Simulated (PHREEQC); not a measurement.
A solution holds 0.97 mol/kgw KOH, 0.0014 mol/kgw KNO3 and 0.85 mol/kgw KH2PO4, at 20 °C. Closed to the air; pH follows from the charge balance.

Model: ion-association model, phreeqc.dat, run in PHREEQC.

Question: The ionic strength comes out as 2.51 mol/kgw. What activity coefficients do PO4-3, OH-, HPO4-2, NO3-, KHPO4- get?

Answer: PO4-3 0.0045, OH- 0.52, HPO4-2 0.13, NO3- 0.49, KHPO4- 0.62.

This is a speciation only: nothing precipitates in the calculation. Ionic strength above about 0.7 mol/kgw puts this run outside the model's range.
